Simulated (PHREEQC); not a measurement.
Dissolve 0.0027 mol PbCl2 and 0.00022 mol KNO3 per kg of water at 25 °C. Closed to the air; pH follows from the charge balance.

The numbers come from PHREEQC with the ion-association model, phreeqc.dat.

```tsv
quantity	before	after
pH	5.23	5.26
ionic strength (mol/kgw)	0.00764	0.00703
Pb+2 (mol/kgw)	0.00236	0.00205
PbCl+ (mol/kgw)	0.000329	0.000635
PbNO3+ (mol/kgw)	5.17e-6	4.45e-6
Pb2OH+3 (mol/kgw)	4.51e-7	3.72e-7
SI of Pb(OH)2 (Pb(OH)2)	-0.48	+0.74
SI of Sylvite (KCl)	-6.93	-7.14
```

Problem. Name the change that produced these shifts.
A) KNO3 from 0.00022 to 4.4e-05 mol/kgw
B) temperature from 25 to 65 °C
C) temperature from 25 to 15 °C
D) temperature from 25 to 45 °C

Solution. B, temperature from 25 to 65 °C

No solid was allowed to form. Some of these states are supersaturated (in Pb(OH)2, for instance). Away from 25 °C the constants follow the database's enthalpies or fits; those with neither stay at their 25 °C values.
